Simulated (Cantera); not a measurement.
A closed system holds: 1 mol CH3OH, 0.078 mol H2O, 5.9 mol N2, at 41.0 Pa.

Method: chemical equilibrium by Gibbs-energy minimisation in Cantera with the NASA 1993 tables (ideal gas, pure condensed phases). Candidate condensed phases: C, C6H6, C7H8, C8H18, H2O; 169 gas species. Ions and electrons are included (thermal ionisation). The numbers say what is thermodynamically allowed, not how fast it happens.

Problem. At 4000 K, list the 5 most abundant gas species with their mole fractions, and the condensed phases.

Solution. N2 0.482, H 0.361, CO 0.0838, N 0.0608, O 0.00976. Condensed: gas only.
